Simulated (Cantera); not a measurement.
## Premixed flame

A freely propagating, adiabatic, planar premixed flame of CH4 : O2 : N2 = 1 : 2 : 7.52 (molar parts), unburnt at 350 K and 17000 Pa; multicomponent transport, grid criteria slope 0.08 and curve 0.16, no radiation.

Detailed kinetics in Cantera: GRI-Mech 3.0 (53 species, 325 reactions). Burning velocities carry a grid error of a few per cent, more on coarse grids.

```csv
z (mm),T (K),u (m/s),x CH4,x O2,x H,x C2H,x CO2,x C2H2
-5.57,350,0.745,0.0950,0.190,<1e-8,<1e-8,<1e-8,<1e-8
-3.71,350,0.746,0.0949,0.190,<1e-8,<1e-8,1.34e-7,<1e-8
-2.78,352,0.752,0.0946,0.189,<1e-8,<1e-8,2.03e-6,1.13e-8
-1.86,386,0.828,0.0926,0.187,9.19e-7,<1e-8,7.89e-5,3.78e-7
-0.928,792,1.73,0.0696,0.157,0.000377,<1e-8,0.00311,1.36e-5
-0.464,1227,2.71,0.0387,0.116,0.00161,<1e-8,0.00983,4.74e-5
0,1621,3.62,0.00956,0.0673,0.00516,9.71e-8,0.0214,9.09e-5
0.464,1774,3.97,0.000814,0.0388,0.00967,7.75e-8,0.0346,1.94e-5
0.928,1806,4.03,3.61e-5,0.0287,0.0122,<1e-8,0.0451,7.31e-7
1.86,1832,4.06,1.06e-7,0.0237,0.0135,<1e-8,0.0561,<1e-8
3.71,1863,4.12,<1e-8,0.0216,0.0129,<1e-8,0.0620,<1e-8
7.42,1905,4.20,<1e-8,0.0201,0.0110,<1e-8,0.0639,<1e-8
14.8,1965,4.31,<1e-8,0.0182,0.00827,<1e-8,0.0658,<1e-8
```
x: mole fraction of selected species; z is measured from the peak of heat release.

| Quantity | Value |
|---|---|
| laminar burning velocity | 74.5 cm/s |
| thermal thickness | 1.86 mm |
| peak x(H) | 0.0136 |
| peak x(C2H) | 1.45e-7 |
| peak x(C2H2) | 9.21e-5 |
| grid points | 158 |
